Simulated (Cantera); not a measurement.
Input: 1 mol CaCO₃, 0.043 mol H₂, 0.028 mol O₂, at 1150 °C and 0.133 bar.

Cantera equilibrium calculation (NASA polynomials, part measured and part estimated; ideal gas, pure solids and liquids). Candidate condensed phases: C, C₆H₆, C₇H₈, C₈H₁₈, Ca, CaCO₃, CaO, Ca(OH)₂, H₂O; 115 gas species. The numbers say what is thermodynamically allowed, not how fast it happens.

Base state: CO₂ 0.953, H₂O 0.0410, O₂ 0.00621, CO 4.81e-5, OH 1.70e-5 (mole fractions); condensed: CaO(s).

Problem. What changes in the equilibrium state with this change: H₂ from 0.043 to 0.056 mol?

Solution. 
```
species       before     after
-----------  -------  --------
CO₂            0.953     0.947
H₂O           0.0410    0.0530
CO           4.81e-5  0.000304
O₂           0.00621  0.000154
OH           1.70e-5   7.66e-6
CaO(s), mol     1.00      1.00
```

Problem. What changes in the equilibrium state with this change: temperature from 1150 °C to 527 °C?

Solution. 
| species | before | after |
|---|---|---|
| H₂O | 0.0410 | 0.867 |
| O₂ | 0.00621 | 0.131 |
| CO₂ | 0.953 | 0.00233 |
| CO | 4.81e-5 | <1e-9 |
| OH | 1.70e-5 | 3.78e-9 |
| CaO(s), mol | 1.00 | 0.000116 |
| CaCO₃(calcite), mol | 0 | 1.000 |
